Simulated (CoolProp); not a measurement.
Values from CoolProp's reference Helmholtz-energy equation of state, Platzer 1990. This equation is an older, rougher fit; its heat capacities, sound speeds and derivatives of the liquid may be far off and weren't checked against measurements.

Task: Give the vapour pressure (MPa), vapour density (kg/m³), surface tension (mN/m) of saturated R21 at 354.2 K.

Result: 
```tsv
T (K)	p (MPa)	vapour density (kg/m³)	surface tension (mN/m)
354.2	0.878	36.2	10.0
```

Surface tension comes from a separate correlation (Mulero 2012).
